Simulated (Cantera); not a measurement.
Feed: 1 mol SiH₄, 0.089 mol HCl, 53 mol N₂, equilibrated at 1650 K and 32.0 mbar.

These are equilibrium values from Cantera (NASA tables, ideal gas, pure condensed phases), not measurements of a reactor. Candidate condensed phases: NH₄Cl, Si, Si₃N₄; 28 gas species. Kinetics and transport are ignored.

Base state: N₂ 0.962, H₂ 0.0367, HCl 0.00159, H 9.73e-5, SiCl₂ 1.95e-5 (mole fractions); condensed: Si₃N₄(s).

**Question.** What changes in the equilibrium state with this change: SiH₄ replaced by Si₂H₆?

**Answer.** 
| species | before | after |
|---|---|---|
| N₂ | 0.962 | 0.944 |
| H₂ | 0.0367 | 0.0547 |
| HCl | 0.00159 | 0.00160 |
| H | 9.73e-5 | 0.000119 |
| SiCl₂ | 1.95e-5 | 1.33e-5 |
| Si₃N₄(s), mol | 0.333 | 0.666 |
The feed counts by its element totals alone.
